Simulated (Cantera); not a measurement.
Source: NASA polynomial tables (part measured, part estimated), evaluated in Cantera. Values are per mole of reaction as written; species without (g) are pure solids or liquids, kept so even where they would boil at 1 bar.

2 CH₃(g) + C₂H₂(g) = 2 C₂H₄(g)

```json
[
 {"T (K)": "300", "ΔH° (kJ)": "[?]", "ΔS° (J/K)": "[?]", "ΔG° (kJ)": "[?]", "log10 K": "[?]"},
 {"T (K)": "1650", "ΔH° (kJ)": "-422.1", "ΔS° (J/K)": "-167.7", "ΔG° (kJ)": "-145.4", "log10 K": "4.60"},
 {"T (K)": "1700", "ΔH° (kJ)": "[?]", "ΔS° (J/K)": "[?]", "ΔG° (kJ)": "[?]", "log10 K": "[?]"},
 {"T (K)": "1750", "ΔH° (kJ)": "-421.3", "ΔS° (J/K)": "-167.2", "ΔG° (kJ)": "-128.6", "log10 K": "3.84"},
 {"T (K)": "1800", "ΔH° (kJ)": "-420.9", "ΔS° (J/K)": "-167.0", "ΔG° (kJ)": "-120.3", "log10 K": "3.49"},
 {"T (K)": "1850", "ΔH° (kJ)": "-420.4", "ΔS° (J/K)": "-166.8", "ΔG° (kJ)": "-111.9", "log10 K": "3.16"},
 {"T (K)": "1900", "ΔH° (kJ)": "-420.0", "ΔS° (J/K)": "-166.5", "ΔG° (kJ)": "-103.6", "log10 K": "2.85"},
 {"T (K)": "1950", "ΔH° (kJ)": "[?]", "ΔS° (J/K)": "[?]", "ΔG° (kJ)": "[?]", "log10 K": "[?]"},
 {"T (K)": "2000", "ΔH° (kJ)": "-419.1", "ΔS° (J/K)": "-166.0", "ΔG° (kJ)": "-87.0", "log10 K": "2.27"},
 {"T (K)": "2050", "ΔH° (kJ)": "-418.6", "ΔS° (J/K)": "-165.8", "ΔG° (kJ)": "-78.7", "log10 K": "2.00"},
 {"T (K)": "2100", "ΔH° (kJ)": "-418.1", "ΔS° (J/K)": "-165.6", "ΔG° (kJ)": "-70.4", "log10 K": "1.75"},
 {"T (K)": "2150", "ΔH° (kJ)": "-417.6", "ΔS° (J/K)": "-165.4", "ΔG° (kJ)": "-62.1", "log10 K": "1.51"}
]
```

Task: Complete the blanks.

Result: 
- 300, ΔH° (kJ): -417.1
- 300, ΔS° (J/K): -150.5
- 300, ΔG° (kJ): -371.9
- 300, log10 K: 64.75
- 1700, ΔH° (kJ): -421.7
- 1700, ΔS° (J/K): -167.5
- 1700, ΔG° (kJ): -137.0
- 1700, log10 K: 4.21
- 1950, ΔH° (kJ): -419.5
- 1950, ΔS° (J/K): -166.3
- 1950, ΔG° (kJ): -95.3
- 1950, log10 K: 2.55
